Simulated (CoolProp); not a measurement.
R1233zd(E) at 293.15 K and 3.7 MPa is throttled through a valve to 0.764 MPa with no heat exchange. Each further row changes one setting.

Computed with CoolProp (reference Helmholtz-energy equation of state, Akasaka 2022).

| case | temperature change (K) | final density (kg/m³) |
|---|---|---|
| as stated | (withheld) | 1270 |
| outlet pressure 0.229 MPa | (withheld) | 1270 |
| outlet pressure 0.993 MPa | (withheld) | (withheld) |

Question: Some entries are withheld; supply them.

Answer: 
- as stated, temperature change (K): +0.9
- outlet pressure 0.229 MPa, temperature change (K): +1.1
- outlet pressure 0.993 MPa, temperature change (K): +0.8
- outlet pressure 0.993 MPa, final density (kg/m³): 1280
